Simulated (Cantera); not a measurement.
An adiabatic, constant-pressure homogeneous reactor starts with 3.10 % C3H8, 12.9 % O2, 84.0 % N2, equivalence ratio 1.2, at 1175 K and 28000 Pa.

Detailed kinetics in Cantera: GRI-Mech 3.0 (53 species, 325 reactions). GRI-Mech 3.0 was tuned for natural gas; its chemistry of propane as a main component is partial and can be far from experiment.

x: mole fraction; the columns are a selection and need not sum to one.

```
t (s)     T (K)  x C3H8     x O2    x CH3     x N2O      x OH    x C2H2    x HO2
--------  -----  ------  -------  -------  --------  --------  --------  -------
2.00e-6    1175  0.0310    0.129        ?    <1e-12  9.60e-11    <1e-12  6.88e-9
6.32e-6    1175  0.0310    0.129        ?    <1e-12   1.27e-9    <1e-12  5.99e-8
2.00e-5    1175  0.0310    0.129        ?    <1e-12   5.42e-9    <1e-12  4.31e-7
6.32e-5    1175  0.0310    0.129        ?    <1e-12   1.02e-8  1.18e-12  2.10e-6
0.000200   1175  0.0310    0.129        ?  1.26e-12   3.51e-8  3.38e-11  6.87e-6
0.000632   1175  0.0309    0.129        ?  8.77e-12   1.37e-7   1.71e-9  9.47e-6
0.00200    1174  0.0305    0.129  8.20e-5  2.61e-11   1.46e-7   4.45e-8  6.35e-6
0.00632    1175  0.0292    0.128  8.36e-5  8.40e-11   1.86e-7   6.11e-7  8.23e-6
0.0200     1182  0.0231    0.125        ?  4.56e-10   6.92e-7   1.24e-5  2.49e-5
0.0632     2332  <1e-12  0.00136   <1e-12   3.30e-8   0.00334    <1e-12  1.50e-7
0.200      2333  <1e-12  0.00117   <1e-12   3.59e-8   0.00312    <1e-12  1.34e-7
```

Problem. Complete the blanks.

Solution. 
- 2.00e-6, x CH3: 1.19e-7
- 6.32e-6, x CH3: 3.85e-7
- 2.00e-5, x CH3: 1.35e-6
- 6.32e-5, x CH3: 4.82e-6
- 0.000200, x CH3: 1.65e-5
- 0.000632, x CH3: 5.62e-5
- 0.0200, x CH3: 0.000111
